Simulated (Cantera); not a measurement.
A closed system holds: 1 mol CuO, 6.8 mol CO, at 24.0 mbar.

Equilibrium computed with Cantera from the NASA thermochemical tables; the gas is ideal and each condensed phase is pure. Candidate condensed phases: C, Cu, CuO, Cu2O; 15 gas species. Rates play no part.

Task: Which condensed phases are stable at each of these points (T (K)): 1375, 1425, 1475, 1525, 1575, 1625, 1675, 1725, 1775, 1825, 1875, 1925, 1975, 2025?

Result: 
```csv
T (K),condensed phases,Cu condensed (%)
1375,Cu(l),100.0
1425,Cu(l),99.9
1475,Cu(l),99.8
1525,Cu(l),99.6
1575,Cu(l),99.2
1625,Cu(l),98.4
1675,Cu(l),96.7
1725,Cu(l),93.7
1775,Cu(l),88.3
1825,Cu(l),78.9
1875,Cu(l),62.6
1925,Cu(l),34.9
1975,gas only,0.0
2025,gas only,0.0
```

From 1375 K to 1925 K the condensed part is Cu(l). From 1975 K to 2025 K nothing is condensed.
